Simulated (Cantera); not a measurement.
Feed: 1 mol SiCl4, 1.8 mol Cl2, 3.2 mol H2, held at 852 °C and 0.240 bar.

Equilibrium computed with Cantera from the NASA thermochemical tables; the gas is ideal and each condensed phase is pure. Candidate condensed phases: Si; 19 gas species. The tables' values for SiCl3 are old estimates; treat these amounts as uncertain. Kinetics and transport are ignored.

Base state: HCl 0.601, H2 0.232, SiCl4 0.165, SiHCl3 0.00111, SiCl3 0.000340 (mole fractions); condensed: gas only.

Q: What changes in the equilibrium state with this change: temperature from 852 °C to 625 °C?

A: 
```csv
species,before,after
HCl,0.601,0.600
H2,0.232,0.233
SiCl4,0.165,0.166
SiCl3,0.000340,3.08e-6
SiHCl3,0.00111,0.000180
```
